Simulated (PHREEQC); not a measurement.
Make-up at 20 °C: 0.013 mol/kgw CdSO4, 0.055 mol/kgw H3BO3 and 0.022 mol/kgw HCl. Closed to the air; pH follows from the charge balance.

Equilibrium calculation in PHREEQC: ion-association model, phreeqc.dat.

Precipitation was switched off in this run.

**Question.** Order these Cl species by the share of Cl that they hold, largest first: Cl-, CdCl2, CdCl+.

**Answer.** Cl- (78 %), CdCl+ (20 %), CdCl2 (1.9 %)

**Question.** Order these S species by the share of S that they hold, largest first: SO4-2, HSO4-, Cd(SO4)2-2, CdSO4.

**Answer.** SO4-2 (46 %), HSO4- (35 %), CdSO4 (17 %), Cd(SO4)2-2 (2.4 %)

The pH is 1.82 and the ionic strength 0.0460 mol/kgw. Complexes and solids missing from the database can't appear.
